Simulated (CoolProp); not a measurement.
A simple Rankine cycle with toluene: condensing at 298.15 K, boiler at 0.0388 MPa, turbine inlet 355.1 K, turbine efficiency 0.85, pump efficiency 0.6, no recuperator. Each further row changes one setting.

The numbers come from the reference Helmholtz-energy equation of state, Lemmon 2006 in CoolProp. It is a short technical equation, of lower accuracy than the large ones.

```
case                             thermal efficiency (%)  net work (kJ/kg)  heat in (kJ/kg)  turbine exit temperature (K)  volume ratio over the turbine
-------------------------------  ----------------------  ----------------  ---------------  ----------------------------  -----------------------------
as stated                                          12.0              57.6              481                         307.6                           9.00
turbine inlet 375.1 K                              12.0              61.3              [?]                         327.8                            [?]
condensing temperature 290.15 K                    13.6              67.2              495                         299.2                           13.4
boiler pressure 0.0272 MPa                         10.3              49.6              482                         315.0                           6.42
turbine efficiency 0.75                             [?]              50.8              481                         313.4                           9.17
```

Some entries are withheld; supply them.


- turbine inlet 375.1 K, heat in (kJ/kg): 509
- turbine inlet 375.1 K, volume ratio over the turbine: 9.05
- turbine efficiency 0.75, thermal efficiency (%): 10.6
